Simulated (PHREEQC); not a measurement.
1 kg of water holding 0.024 mol Na2CO3, 0.0086 mol KCl, 0.12 mol NaCl, 0.0098 mol NaHCO3 and 0.01 mol Na2SO4 is evaporated at 25 °C; the solids stay in contact with the brine. CO2 is held at log p = -3.4 (atm). The run lets Arcanite, Burkeite, Glaserite, Halite, Kalicinite, Mirabilite, Misenite, Nahcolite, Natron, Sylvite, Thenardite, Trona precipitate or redissolve, and no other solid.

Computed with PHREEQC (Pitzer model, pitzer.dat).

| water left (kg) | ionic strength | water activity | Halite (mol) | Trona (mol) |
|---|---|---|---|---|
| 0.9998 | 0.232 | 0.994 | 0 | 0 |
| 0.8218 | ___ | ___ | 0 | 0 |
| 0.6754 | 0.346 | 0.991 | 0 | 0 |
| 0.4562 | 0.516 | 0.987 | 0 | 0 |
| 0.375 | 0.630 | 0.984 | 0 | 0 |
| 0.3082 | 0.769 | 0.981 | 0 | 0 |
| 0.2533 | 0.939 | ___ | 0 | 0 |
| 0.1711 | 1.40 | 0.966 | 0 | 0 |
| 0.1406 | 1.71 | 0.959 | 0 | 0 |
| 0.1156 | 2.08 | 0.950 | 0 | 0 |
| 0.09503 | 2.53 | 0.939 | 0 | 0 |
| 0.06421 | 3.77 | 0.907 | 0 | 0 |
| 0.05279 | 4.59 | 0.884 | 0 | 0 |
| 0.04339 | 5.59 | 0.854 | 0 | 0 |
| 0.03568 | 6.80 | ___ | 0 | 0 |
| 0.02926 | ___ | 0.769 | 0 | 0.00192 |
| 0.01936 | ___ | 0.730 | 0.0262 | 0.0111 |
| 0.01578 | ___ | 0.727 | 0.0460 | 0.0127 |
| 0.01282 | 9.25 | 0.724 | 0.0620 | 0.0140 |
| 0.01043 | 9.35 | 0.722 | 0.0739 | 0.0143 |
| 0.006821 | 9.50 | 0.719 | 0.0923 | 0.0153 |
| 0.005467 | 9.50 | 0.719 | 0.0995 | 0.0158 |
| 0.004369 | 9.50 | 0.719 | 0.105 | 0.0162 |

**Question.** Fill in the missing entries.

**Answer.** 
- 0.8218, ionic strength: 0.283
- 0.8218, water activity: 0.993
- 0.2533, water activity: 0.977
- 0.03568, water activity: 0.815
- 0.02926, ionic strength: 8.01
- 0.01936, ionic strength: 8.68
- 0.01578, ionic strength: 8.96

Species that the database lacks are ignored.
